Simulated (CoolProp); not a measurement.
The fluid at 298.15 K and 1.01 MPa expands adiabatically to 0.133 MPa with isentropic efficiency 0.85. The same conditions are run with several fluids, on thermodynamics alone (safety and materials aside).

The numbers come from the reference Helmholtz-energy equation of state of each fluid (carbonyl sulfide: Lemmon 2006; ethane: Bücker 2006; fluorine: de Reuck 1990; nitrogen: Span 2000; CH2F2 (R32): Tillner-Roth 1997) in CoolProp.

Task: Rank carbonyl sulfide, ethane, fluorine, nitrogen, CH2F2 (R32) by work (kJ/kg), highest first.

Result: nitrogen (115), ethane (113), fluorine (85.8), CH2F2 (R32) (61.4), carbonyl sulfide (54.2)

```csv
fluid,final temperature (K),final phase,final density (kg/m³)
carbonyl sulfide,229.0,"two-phase, vapour fraction 0.931",4.67
ethane,217.7,gas,2.27
fluorine,189.4,gas,3.22
nitrogen,186.0,gas,2.42
CH2F2 (R32),227.0,"two-phase, vapour fraction 0.941",4.10
```
